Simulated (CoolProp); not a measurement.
A single-stage vapour-compression cycle with CH2F2 (R32): evaporating at 247.15 K (dew point), condensing at 304.15 K (bubble point), superheat 2 K, subcooling 8 K, compressor efficiency 0.8, no pressure losses. Each further row changes one setting.

Computed with CoolProp (reference Helmholtz-energy equation of state, Tillner-Roth 1997).

```
case                              cooling COP  pressure ratio  discharge temperature (K)  refrigerating effect (kJ/kg)  volumetric capacity (kJ/m³)
--------------------------------  -----------  --------------  -------------------------  ----------------------------  ---------------------------
as stated                                   …            6.15                      376.6                           268                         2360
evaporating temperature 252.15 K            …               …                      368.0                           270                         2870
condensing temperature 299.15 K             …            5.40                      366.5                           278                         2450
subcooling 13 K                          2.83            6.15                      376.6                           278                         2450
superheat 12 K                           2.69            6.15                      390.1                           278                            …
compressor efficiency 0.7                2.40            6.15                      389.1                           268                         2360
```

Question: Complete the blanks.

Answer: 
- as stated, cooling COP: 2.74
- evaporating temperature 252.15 K, cooling COP: 3.13
- evaporating temperature 252.15 K, pressure ratio: 5.06
- condensing temperature 299.15 K, cooling COP: 3.09
- superheat 12 K, volumetric capacity (kJ/m³): 2320
